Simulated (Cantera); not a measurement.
## Equilibrium for abatement and gas-phase synthesis: H2O + H2

Charge: 1 mol H2O, 3.1 mol H2, at 2.20 bar.

Cantera equilibrium calculation (NASA polynomials, part measured and part estimated; ideal gas, pure solids and liquids). Candidate condensed phases: H2O; 9 gas species. Kinetics and transport are ignored.

From 1927 °C to 2827 °C nothing is condensed.

```tsv
T (°C)	x H2	x H2O	x H	x OH
1927	0.753	0.243	0.00330	0.000149
2027	0.751	0.243	0.00565	0.000295
2127	0.748	0.242	0.00928	0.000552
2227	0.743	0.241	0.0146	0.000982
2327	0.737	0.239	0.0222	0.00167
2427	0.728	0.237	0.0327	0.00272
2527	0.716	0.233	0.0467	0.00427
2627	0.700	0.228	0.0648	0.00648
2727	0.680	0.221	0.0878	0.00949
2827	0.656	0.212	0.116	0.0134
```
x: gas mole fraction; nothing condenses.
